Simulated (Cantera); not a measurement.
A diamond (100) surface in a fixed gas of H2 with x(CH4) = 0.014, x(H) = 0.0028, x(CH3) = 4.4e-05, at 1200 K; coverages are run to steady state.

Detailed kinetics in Cantera: the Harris–Goodwin 1993 mechanism for the reconstructed diamond (100) surface.

θ: site fractions in the mechanism's names (c6HH fully hydrogenated, c6H* and c6*H radical sites, c6** diradical, c6HM methylated).

```
P (Pa)  growth (µm/h)  θ c6HH  θ c6H*  θ c6*H  θ c6**  θ c6HM
------  -------------  ------  ------  ------  ------  ------
1000           0.0472   0.447  0.0381   0.487  0.0277       ?
1700           0.0998   0.447  0.0381   0.487  0.0277       ?
2800            0.211   0.447  0.0381   0.487  0.0277       ?
4500            0.443   0.446  0.0380   0.487  0.0277       ?
7300            0.955   0.446  0.0380   0.486  0.0276       ?
12000            2.08   0.446  0.0380   0.486  0.0276       ?
19000            4.17   0.446  0.0381   0.486  0.0276       ?
31000            8.41   0.445  0.0381   0.485  0.0276       ?
```

Q: What belongs in the gaps?

A: 
- 1000, θ c6HM: 0.000157
- 1700, θ c6HM: 0.000261
- 2800, θ c6HM: 0.000412
- 4500, θ c6HM: 0.000623
- 7300, θ c6HM: 0.000918
- 12000, θ c6HM: 0.00131
- 19000, θ c6HM: 0.00173
- 31000, θ c6HM: 0.00220
